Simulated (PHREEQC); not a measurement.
A solution holds 0.00075 mol/kgw H3BO3, 0.00095 mol/kgw Na2SO4 and 5e-05 mol/kgw KCl, at 25 °C. Closed to the air; pH follows from the charge balance.

Computed with PHREEQC (ion-association model, phreeqc.dat).

Precipitation was switched off in this run.

### Question
What pH does the model give?

### Answer
pH 6.19.
